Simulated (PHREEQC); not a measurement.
A column of 0.1 m (30 cells, dispersivity 0.005 m, 300 s a shift, diffusion coefficient 3e-10 m²/s) holds 0.013 eq of the database's cation exchanger X per kg of pore water, first in equilibrium with 0.00091 mol LiCl, 0.088 mol MgSO4 and 1e-05 mol HCl per kg of water. It is flushed with 0.0054 mol/kgw ZnCl2 and 1e-05 mol/kgw HCl, at 25 °C. Values are for the last cell. The system is closed to CO2. Nothing may precipitate in this run.

The series has 31 steps of pore volumes, from 0 to 5.017.

Equilibrium calculation in PHREEQC: ion-association model, phreeqc.dat.

### Question
After how many pore volumes does Zn at the outlet first reach half of its feed value?

### Answer
By 2.4 pore volumes.
